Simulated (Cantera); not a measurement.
An isothermal, constant-pressure homogeneous reactor starts with NH3 : N2 = 1 : 2.7 (molar parts), at 1750 K and 0.0220 bar. Integrator tolerance rtol = 1e-08.

Detailed kinetics in Cantera: the gas-phase N/H chemistry of the illustrative SiF4/NH3 mechanism in the Surface Chemkin manual (1991). Walls and surfaces, which speed up NH3 decomposition in real reactors, are not modelled.

Task: What does this change do: pressure from 0.0220 bar to 0.220 bar?

Result: 
```
quantity                                              before                                      after
-----------------  -----------------------------------------  -----------------------------------------
x(NH3) at 40.0 s      0.0194 (gas-phase equilibrium 1.05e-7)   0.000906 (gas-phase equilibrium 1.05e-6)
x(H) at 40.0 s     0.000194 (gas-phase equilibrium 0.000891)  0.000268 (gas-phase equilibrium 0.000282)
x(NH) at 40.0 s     1.13e-6 (gas-phase equilibrium 1.13e-10)   8.90e-8 (gas-phase equilibrium 1.14e-10)
x(N2) at 40.0 s          0.684 (gas-phase equilibrium 0.681)        0.681 (gas-phase equilibrium 0.681)
x(N2H4) at 40.0 s    1.14e-10 (gas-phase equilibrium <1e-12)    4.16e-12 (gas-phase equilibrium <1e-12)
x(H2) at 40.0 s          0.296 (gas-phase equilibrium 0.319)        0.318 (gas-phase equilibrium 0.319)
x(N) at 40.0 s      1.85e-7 (gas-phase equilibrium 8.12e-11)   1.92e-8 (gas-phase equilibrium 2.57e-11)
```

Task: What does this change do: temperature 1750 to 1598 K?

Result: 
```
quantity                                              before                                     after
-----------------  -----------------------------------------  ----------------------------------------
x(NH3) at 40.0 s      0.0194 (gas-phase equilibrium 1.05e-7)     0.157 (gas-phase equilibrium 1.52e-7)
x(H) at 40.0 s     0.000194 (gas-phase equilibrium 0.000891)  2.25e-5 (gas-phase equilibrium 0.000204)
x(NH) at 40.0 s     1.13e-6 (gas-phase equilibrium 1.13e-10)  7.22e-7 (gas-phase equilibrium 1.10e-11)
x(N2) at 40.0 s          0.684 (gas-phase equilibrium 0.681)       0.709 (gas-phase equilibrium 0.681)
x(N2H4) at 40.0 s    1.14e-10 (gas-phase equilibrium <1e-12)    2.47e-9 (gas-phase equilibrium <1e-12)
x(H2) at 40.0 s          0.296 (gas-phase equilibrium 0.319)       0.134 (gas-phase equilibrium 0.319)
x(N) at 40.0 s      1.85e-7 (gas-phase equilibrium 8.12e-11)  5.21e-8 (gas-phase equilibrium 3.54e-12)
```
